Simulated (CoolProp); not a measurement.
The fluid at 293.15 K and 0.00422 MPa is throttled through a valve to 0.00277 MPa with no heat exchange. The same conditions are run with several fluids, on thermodynamics alone (safety and materials aside).

Values from CoolProp's reference Helmholtz-energy equation of state of each fluid (dimethyl carbonate: Zhou 2011; ethane: Bücker 2006; methanol: de Reuck 1993; n-perfluorobutane: Gao 2022; dimethyl ether: Wu 2011).

| fluid | temperature change (K) | final density (kg/m³) |
|---|---|---|
| dimethyl carbonate | -0.1 | 0.103 |
| ethane | -0.0 | 0.0342 |
| methanol | -0.6 | 0.0366 |
| n-perfluorobutane | -0.0 | 0.271 |
| dimethyl ether | -0.0 | 0.0524 |
